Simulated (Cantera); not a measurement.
Thermodynamics of silicon carbide growth, feed SiCl4 + C2H4 + H2 + C3H8

Input: 1 mol SiCl4, 0.29 mol C2H4, 10 mol H2, 0.0083 mol C3H8, equilibrated at 2.55 Torr.

These are equilibrium values from Cantera (NASA tables, ideal gas, pure condensed phases), not measurements of a reactor. Candidate condensed phases: C, C6H6, C7H8, C8H18, Si, SiC; 109 gas species. The tables' values for SiCl, SiCl3 are old estimates; treat these amounts as uncertain. Gases not in the tables: Si2H6 and higher silanes. Equilibrium is a limit: real reactors are often held back by kinetics, nucleation or transport.

From 927 °C to 1927 °C the condensed part is SiC(s). From 2027 °C to 2227 °C the condensed part is C(graphite). The main Si-bearing gas is SiCl4 at 927 °C and Si at 2227 °C.

| T (°C) | log p H2 | log p H | log p HCl | log p Cl | log p Si | log p SiCl2 | log p SiCl4 | log p SiC2 | n SiC(s) | n C(graphite) |
|---|---|---|---|---|---|---|---|---|---|---|
| 927 | -2.60 | -8.00 | -3.12 | -8.59 | -13.04 | -4.46 | -4.26 | <-14 | 0.605 | 0 |
| 1027 | -2.61 | -7.26 | -3.08 | -7.81 | -11.35 | -4.12 | -4.82 | <-14 | 0.605 | 0 |
| 1127 | -2.61 | -6.62 | -3.07 | -7.16 | -10.05 | -4.02 | -5.53 | <-14 | 0.605 | 0 |
| 1227 | -2.61 | -6.06 | -3.07 | -6.61 | -8.96 | -3.99 | -6.22 | -14.03 | 0.605 | 0 |
| 1327 | -2.61 | -5.57 | -3.06 | -6.12 | -8.02 | -3.98 | -6.84 | -12.37 | 0.605 | 0 |
| 1427 | -2.62 | -5.14 | -3.07 | -5.70 | -7.19 | -3.98 | -7.39 | -10.91 | 0.605 | 0 |
| 1527 | -2.62 | -4.75 | -3.07 | -5.32 | -6.45 | -3.98 | -7.88 | -9.61 | 0.605 | 0 |
| 1627 | -2.62 | -4.41 | -3.07 | -4.98 | -5.80 | -3.99 | -8.33 | -8.45 | 0.604 | 0 |
| 1727 | -2.63 | -4.10 | -3.07 | -4.68 | -5.24 | -4.02 | -8.75 | -7.39 | 0.602 | 0 |
| 1827 | -2.64 | -3.83 | -3.08 | -4.40 | -4.77 | -4.09 | -9.17 | -6.38 | 0.589 | 0 |
| 1927 | -2.67 | -3.58 | -3.09 | -4.15 | -4.40 | -4.20 | -9.61 | -5.42 | 0.522 | 0 |
| 2027 | -2.71 | -3.37 | -3.16 | -3.96 | -3.91 | -4.23 | -10.01 | -4.77 | 0 | 0.350 |
| 2127 | -2.77 | -3.18 | -3.19 | -3.75 | -3.85 | -4.59 | -10.65 | -4.56 | 0 | 0.223 |
| 2227 | -2.84 | -3.02 | -3.26 | -3.59 | -3.84 | -5.03 | -11.41 | -4.43 | 0 | 0.0627 |
log p: log10 of the partial pressure in bar; n: condensed amount in mol.
